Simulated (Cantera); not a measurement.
Low-pressure radical oxidation in H2/O2

A perfectly stirred reactor is fed with H2 : O2 = 0.04 : 1 (molar parts), at 29.3 Torr; it is held at 1125 K, and followed from long to short residence time.

Cantera simulation using GRI-Mech 3.0 (53 species, 325 reactions); the numbers are that mechanism's predictions, not measurements. Radical loss at walls, strong at low pressure, is not modelled. The temperature is held fixed by assumption; the heat of reaction is taken as removed at once.

| τ (s) | x H2 | x O2 | x H2O | x OH | x O |
|---|---|---|---|---|---|
| 12 | 2.71e-5 | 0.961 | 0.0391 | 0.000145 | 0.000115 |
| 2.1 | 7.83e-5 | 0.960 | 0.0390 | 0.000262 | 0.000362 |
| 0.37 | 0.000216 | 0.959 | 0.0387 | 0.000478 | 0.00110 |
| 0.065 | 0.000577 | 0.957 | 0.0380 | 0.000889 | 0.00311 |
| 0.011 | 0.00160 | 0.952 | 0.0358 | 0.00168 | 0.00762 |
| 0.0020 | 0.00460 | 0.945 | 0.0306 | 0.00287 | 0.0127 |
| 0.00035 | 0.0151 | 0.946 | 0.0189 | 0.00370 | 0.0109 |
x: mole fraction; the columns are a selection and need not sum to one.
